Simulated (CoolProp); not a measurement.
R1132(E) at several states: Z from the reference equation and from simpler models built on Tc = 348.8 K, pc = 5.174 MPa, ω = 0.245; each cubic takes its own stable root.

Values from CoolProp's reference Helmholtz-energy equation of state, Akasaka 2024.

```
T (K)  p (MPa)   phase  reference  van der Waals  Redlich-Kwong  Soave-Redlich-Kwong
-----  -------  ------  ---------  -------------  -------------  -------------------
330.8    0.296     gas     0.9758         0.9804         0.9769               0.9764
398.7    0.506     gas     0.9785         0.9788         0.9772               0.9789
259.2      6.5  liquid     0.1821         0.2939         0.2077               0.2007
297.6      6.5  liquid     0.1774         0.2834         0.2079               0.2003
```
